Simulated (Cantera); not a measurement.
An adiabatic, constant-volume homogeneous reactor starts with CH4 : O2 : N2 = 1 : 2.86 : 10.7 (molar parts), equivalence ratio 0.70, at 1050 K and 1800 Torr. Integrator tolerance rtol = 1e-08.

Detailed kinetics in Cantera: GRI-Mech 3.0 (53 species, 325 reactions).

**Question.** What does this change do: initial temperature 1050 to 1200 K?

**Answer.** 
| quantity | before | after |
|---|---|---|
| time of steepest temperature rise | 0.151 s | 16.6 ms |
| temperature at 1.00 s | 2626 K | 2696 K |
| equilibrium temperature | 2626 K | 2696 K |
| x(CH4) at 1.00 s | <1e-12 (gas-phase equilibrium <1e-12) | <1e-12 (gas-phase equilibrium <1e-12) |
| x(O2) at 1.00 s | 0.0529 (gas-phase equilibrium 0.0529) | 0.0528 (gas-phase equilibrium 0.0528) |
| x(H) at 1.00 s | 0.000857 (gas-phase equilibrium 0.000857) | 0.00140 (gas-phase equilibrium 0.00140) |
| x(HCN) at 1.00 s | 7.41e-11 (gas-phase equilibrium 7.41e-11) | 1.54e-10 (gas-phase equilibrium 1.54e-10) |
| x(HO2) at 1.00 s | 1.23e-5 (gas-phase equilibrium 1.23e-5) | 1.39e-5 (gas-phase equilibrium 1.39e-5) |
| x(O) at 1.00 s | 0.00246 (gas-phase equilibrium 0.00246) | 0.00351 (gas-phase equilibrium 0.00351) |
| x(CH2) at 1.00 s | <1e-12 (gas-phase equilibrium <1e-12) | <1e-12 (gas-phase equilibrium <1e-12) |

**Question.** What does this change do: 0.68 parts H2 added?

**Answer.** 
```tsv
quantity	before	after
time of steepest temperature rise	0.151 s	3.43 ms
temperature at 1.00 s	2626 K	2763 K
equilibrium temperature	2626 K	2763 K
x(CH4) at 1.00 s	<1e-12 (gas-phase equilibrium <1e-12)	<1e-12 (gas-phase equilibrium <1e-12)
x(O2) at 1.00 s	0.0529 (gas-phase equilibrium 0.0529)	0.0333 (gas-phase equilibrium 0.0333)
x(H) at 1.00 s	0.000857 (gas-phase equilibrium 0.000857)	0.00235 (gas-phase equilibrium 0.00235)
x(HCN) at 1.00 s	7.41e-11 (gas-phase equilibrium 7.41e-11)	5.36e-10 (gas-phase equilibrium 5.36e-10)
x(HO2) at 1.00 s	1.23e-5 (gas-phase equilibrium 1.23e-5)	1.34e-5 (gas-phase equilibrium 1.34e-5)
x(O) at 1.00 s	0.00246 (gas-phase equilibrium 0.00246)	0.00343 (gas-phase equilibrium 0.00343)
x(CH2) at 1.00 s	<1e-12 (gas-phase equilibrium <1e-12)	<1e-12 (gas-phase equilibrium <1e-12)
```
